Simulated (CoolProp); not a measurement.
Vapour-liquid equilibrium of R22 (1) + n-pentane (2) at 266 K; x and y are mole fractions of (1).

The numbers come from the multi-fluid Helmholtz-energy mixture model, Kamei 1995 and Thol 2019; pair parameters Bell 2016 in CoolProp.

```json
[
 {"x": "0.05", "bubble pressure, mixture model (kPa)": "56.86", "bubble pressure, Raoult's law (kPa)": "36.20", "y, mixture model": "0.701", "y, Raoult's law": "0.541"},
 {"x": "0.15", "bubble pressure, mixture model (kPa)": "126.0", "bubble pressure, Raoult's law (kPa)": "73.64", "y, mixture model": "0.874", "y, Raoult's law": "0.798"},
 {"x": "0.25", "bubble pressure, mixture model (kPa)": "180.9", "bubble pressure, Raoult's law (kPa)": "111.1", "y, mixture model": "0.918", "y, Raoult's law": "0.882"},
 {"x": "0.35", "bubble pressure, mixture model (kPa)": "222.7", "bubble pressure, Raoult's law (kPa)": "148.5", "y, mixture model": "0.938", "y, Raoult's law": "0.924"},
 {"x": "0.45", "bubble pressure, mixture model (kPa)": "254.1", "bubble pressure, Raoult's law (kPa)": "186.0", "y, mixture model": "0.949", "y, Raoult's law": "0.948"},
 {"x": "0.55", "bubble pressure, mixture model (kPa)": "278.8", "bubble pressure, Raoult's law (kPa)": "223.4", "y, mixture model": "0.957", "y, Raoult's law": "0.965"},
 {"x": "0.65", "bubble pressure, mixture model (kPa)": "300.3", "bubble pressure, Raoult's law (kPa)": "260.9", "y, mixture model": "0.964", "y, Raoult's law": "0.977"},
 {"x": "0.75", "bubble pressure, mixture model (kPa)": "321.7", "bubble pressure, Raoult's law (kPa)": "298.3", "y, mixture model": "0.972", "y, Raoult's law": "0.985"},
 {"x": "0.85", "bubble pressure, mixture model (kPa)": "345.8", "bubble pressure, Raoult's law (kPa)": "335.7", "y, mixture model": "0.980", "y, Raoult's law": "0.992"},
 {"x": "0.95", "bubble pressure, mixture model (kPa)": "374.8", "bubble pressure, Raoult's law (kPa)": "373.2", "y, mixture model": "0.992", "y, Raoult's law": "0.998"}
]
```

The largest gap from Raoult's law is +71.1 % in bubble pressure, at x = 0.15. No azeotrope shows between x = 0.05 and 0.95.

Pair parameters are fitted to limited data, so mixtures are less certain than the pure fluids. With so large a gap from Raoult's law the liquid may split in two, which this calculation doesn't test in full.
